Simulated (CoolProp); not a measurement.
The numbers come from the reference Helmholtz-energy equation of state, Thol 2017 in CoolProp.

For octamethyltrisiloxane (MDM), give the phase and the cp (kJ/(kg K)), isothermal compressibility (1/MPa), expansivity (1/kK) at 58.65 °C and 5.24 MPa.


- 58.65 °C and 5.24 MPa: liquid; cp 1.85, isothermal compressibility 0.00209, expansivity 1.23
